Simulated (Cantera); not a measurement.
A perfectly stirred reactor is fed with CH₄ : H₂ : N₂ = 0.045 : 1 : 0.01 (molar parts), at 20.0 Torr; it is held at 1575 K, and followed from long to short residence time.

Detailed kinetics in Cantera: GRI-Mech 3.0 (53 species, 325 reactions). GRI-Mech 3.0 stops at C3 and has no aromatics, soot or wall deposition, so with more carbon than oxygen in the feed, carbon stays in small species such as C2H2 where larger ones or solid carbon would form. Radical loss at walls, strong at low pressure, is not modelled.

Task: Predict: x(CH₄) at τ = 29.0 s; x(H₂) at τ = 29.0 s; x(C₂H) at τ = 29.0 s; x(C₂H₂) at τ = 29.0 s; x(CH₂) at τ = 29.0 s; x(CH₄) at τ = 93.0 ms; x(H₂) at τ = 93.0 ms; x(C₂H₂) at τ = 93.0 ms; x(CH₂) at τ = 93.0 ms.

Result: 
* **x(CH₄) at τ = 29.0 s**: 0.0136
* **x(H₂) at τ = 29.0 s**: 0.963
* **x(C₂H) at τ = 29.0 s**: 9.77e-9
* **x(C₂H₂) at τ = 29.0 s**: 0.0139
* **x(CH₂) at τ = 29.0 s**: 1.41e-8
* **x(CH₄) at τ = 93.0 ms**: 0.0421
* **x(H₂) at τ = 93.0 ms**: 0.948
* **x(C₂H₂) at τ = 93.0 ms**: 0.000137
* **x(CH₂) at τ = 93.0 ms**: 1.78e-8
